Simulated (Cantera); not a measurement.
## SiO2 + C + N2 (carbothermic reduction)

A closed system holds: 1 mol SiO2, 4.3 mol C, 0.19 mol N2, at 110 Pa.

Method: chemical equilibrium by Gibbs-energy minimisation in Cantera with the NASA 1993 tables (ideal gas, pure condensed phases). Candidate condensed phases: C, Si, SiC, SiO2, Si2N2O, Si3N4; 34 gas species. N2 is the only nitrogen source here; it is nearly inert below about 1500 K, so the nitride shown seldom forms there in practice. Mutual solubility and eutectic melting of coexisting phases are not modelled. The tables hold silica as quartz up to 1696 K and as liquid above; real silica turns to tridymite and cristobalite and melts near 1996 K. Equilibrium is a limit: real reactors are often held back by kinetics, nucleation or transport.

From 975 K to 1275 K the condensed part is C(graphite) + SiO2(β-quartz) + Si2N2O(s). At 1350 K the condensed part is C(graphite) + SiC(s) + Si2N2O(s). From 1425 K to 1950 K the condensed part is C(graphite) + SiC(s).

| T (K) | log p CO | log p N2 | log p SiO | log p Si | log p SiC2 | log p Si2C | n C(graphite) | n SiO2(β-quartz) | n Si2N2O(s) | n SiC(s) |
|---|---|---|---|---|---|---|---|---|---|---|
| 975 | -4.65 | -2.97 | -14.16 | <-14 | <-14 | <-14 | 4.30 | 0.997 | 0.00131 | 0 |
| 1050 | -3.98 | -3.00 | -12.20 | <-14 | <-14 | <-14 | 4.28 | 0.987 | 0.00643 | 0 |
| 1125 | -3.44 | -3.13 | -10.47 | <-14 | <-14 | <-14 | 4.22 | 0.946 | 0.0271 | 0 |
| 1200 | -3.07 | -3.59 | -8.85 | <-14 | <-14 | <-14 | 4.00 | 0.802 | 0.0991 | 0 |
| 1275 | -2.97 | -4.62 | -7.21 | -14.35 | <-14 | <-14 | 3.77 | 0.644 | 0.178 | 0 |
| 1350 | -2.96 | -5.19 | -5.97 | -12.12 | <-14 | <-14 | 1.84 | 0 | 0.179 | 0.640 |
| 1425 | -3.00 | -4.02 | -5.85 | -11.06 | -14.12 | -14.15 | 1.31 | 0 | 0 | 0.997 |
| 1500 | -3.00 | -4.02 | -5.71 | -10.12 | -12.87 | -12.93 | 1.31 | 0 | 0 | 0.996 |
| 1575 | -3.00 | -4.02 | -5.58 | -9.26 | -11.75 | -11.83 | 1.31 | 0 | 0 | 0.995 |
| 1650 | -3.00 | -4.02 | -5.46 | -8.48 | -10.73 | -10.83 | 1.31 | 0 | 0 | 0.993 |
| 1725 | -3.00 | -4.02 | -5.35 | -7.77 | -9.80 | -9.92 | 1.32 | 0 | 0 | 0.991 |
| 1800 | -3.00 | -4.02 | -5.26 | -7.12 | -8.95 | -9.09 | 1.32 | 0 | 0 | 0.989 |
| 1875 | -3.00 | -4.02 | -5.17 | -6.52 | -8.17 | -8.33 | 1.33 | 0 | 0 | 0.986 |
| 1950 | -3.00 | -4.02 | -5.08 | -5.97 | -7.45 | -7.62 | 1.33 | 0 | 0 | 0.981 |
log p: log10 of the partial pressure in bar; n: condensed amount in mol.
